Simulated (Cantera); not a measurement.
A perfectly stirred reactor is fed with CH₄ : N₂ = 1 : 4.8 (molar parts), at 1.40 bar; it is held at 1950 K, and followed from long to short residence time.

Computed with Cantera and GRI-Mech 3.0 (53 species, 325 reactions). GRI-Mech 3.0 stops at C3 and has no aromatics, soot or wall deposition, so with more carbon than oxygen in the feed, carbon stays in small species such as C2H2 where larger ones or solid carbon would form.

Problem. What does this change do: pressure from 1.40 bar to 0.000550 bar?

Solution. 
```
quantity                  before     after
----------------------  --------  --------
x(CH₄) at τ = 2.20 s     0.00166    0.0334
x(CH₂) at τ = 2.20 s     1.77e-7   1.18e-5
x(H) at τ = 2.20 s      0.000453  0.000816
x(C₂H₆) at τ = 2.20 s    1.23e-7   2.12e-6
x(CH₃) at τ = 2.20 s     6.83e-5   0.00292
x(CH₄) at τ = 0.100 s    0.00692     0.148
x(CH₂) at τ = 0.100 s    6.85e-7   7.53e-6
x(H) at τ = 0.100 s     0.000431   8.33e-5
x(C₂H₆) at τ = 0.100 s   1.90e-6   2.57e-6
x(CH₃) at τ = 0.100 s   0.000279   0.00498
```
Radical loss at walls, strong at low pressure, is not modelled.
